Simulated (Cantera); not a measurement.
A closed system holds: 1 mol Fe3O4, 0.045 mol Cl2, 0.036 mol H2, equilibrated at 700 K and 0.620 bar.

Cantera equilibrium calculation (NASA polynomials, part measured and part estimated; ideal gas, pure solids and liquids). Candidate condensed phases: Fe, FeCl2, FeCl3, FeO, Fe(OH)2, Fe(OH)3, Fe2O3, Fe3O4, H2O; 22 gas species. Condensed phases not in the tables: FeOCl. The numbers say what is thermodynamically allowed, not how fast it happens.

Base state: H2O 0.744, HCl 0.256 (mole fractions); condensed: FeCl2(s) + Fe2O3(s) + Fe3O4(s).

### Question
What changes in the equilibrium state with this change: Cl2 from 0.045 to 0.81 mol?

### Answer
```
species         before     after
-------------  -------  --------
Cl2              <1e-9     0.531
Fe2Cl6           <1e-9     0.316
HCl              0.256     0.139
H2O              0.744  0.000265
FeCl3          5.97e-7    0.0142
FeCl2(s), mol   0.0397         0
Fe2O3(s), mol   0.0667      1.33
Fe3O4(s), mol    0.942         0
```
